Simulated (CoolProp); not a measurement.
Chloromethane (R40) along the isotherm 226.85 °C: density (kg/m³) from the reference equation and from simpler models built on Tc = 145.5 °C, pc = 69.29 bar, ω = 0.150; each cubic takes its own stable root.

Values from CoolProp's reference Helmholtz-energy equation of state, Thol 2014.

```tsv
p (bar)	phase	reference
11.5	gas	14.46
23.1	gas	30.13
34.6	gas	46.92
46.2	gas	65.32
57.7	gas	85.28
69.3	supercritical	107.4
80.8	supercritical	131.8
92.4	supercritical	159.0
104	supercritical	189.3
```

Q: How far does each simpler model (ideal gas, van der Waals, Redlich-Kwong, Soave-Redlich-Kwong, Peng-Robinson) lie from the reference over these 9 states: mean and median of the absolute difference, and the worst?

A: 
- ideal gas: mean 18.1 %, median 17.8 %, worst -33.3 % at 226.85 °C and 104 bar
- van der Waals: mean 1.7 %, median 0.4 %, worst +6.6 % at 226.85 °C and 104 bar
- Redlich-Kwong: mean 0.2 %, median 0.2 %, worst +0.6 % at 226.85 °C and 104 bar
- Soave-Redlich-Kwong: mean 1.9 %, median 1.6 %, worst -4.5 % at 226.85 °C and 104 bar
- Peng-Robinson: mean 0.8 %, median 0.8 %, worst +1.3 % at 226.85 °C and 69.3 bar
